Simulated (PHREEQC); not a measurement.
A made-up water analysis in mg/kgw, 25 °C, pH 3.93: Na 1850; K 125; Ca 193; Mg 49.1; Cl 708; S(6) as SO4 3820; Li 2.31.

Valence states are taken as typed.

All values are PHREEQC results (Pitzer model, pitzer.dat), not measurements.

No solid was allowed to form.

**Question.** Predict the specific conductance.

**Answer.** specific conductance 9440 µS/cm.
